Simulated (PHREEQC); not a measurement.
Consider water at 25 °C with 0.049 mol HF and 0.00013 mol KOH per kg of water. Closed to the air; pH follows from the charge balance.

The numbers come from PHREEQC with the ion-association model, wateq4f.dat.

This is a speciation only: nothing precipitates in the calculation.

Q: Estimate the pH, ionic strength.

A: pH 2.29; ionic strength 0.00571 mol/kgw.

Q: In which forms is F present?

A: HF 73 %, H2F2 14 %, F- 10 %, HF2- 2.8 % of the F.

wateq4f.dat counts part of the HF as a dimer, H2F2, which phreeqc.dat doesn't know; its constant is uncertain.
